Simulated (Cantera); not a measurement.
Input: 1 mol HMDSO, 0.23 mol O₃, held at 998.15 K and 0.100 bar.

Method: chemical equilibrium by Gibbs-energy minimisation in Cantera with the NASA 1993 tables (ideal gas, pure condensed phases). Candidate condensed phases: C, C₆H₆, C₇H₈, C₈H₁₈, H₂O, Si, SiC, SiO₂; 123 gas species. The feed counts by its element totals alone. Equilibrium is a limit: real reactors are often held back by kinetics, nucleation or transport.

Base state: H₂ 0.990, CH₄ 0.00955 (mole fractions); condensed: C(graphite) + SiC(s) + SiO₂(β-quartz).

What changes in the equilibrium state with this change: HMDSO replaced by Si₂H₆?


```csv
species,before,after
H₂,0.990,1.00
CH₄,0.00955,0
"C(graphite), mol",4.76,0
"SiC(s), mol",1.16,0
"SiO₂(β-quartz), mol",0.845,0.345
"Si(s), mol",0,1.66
```
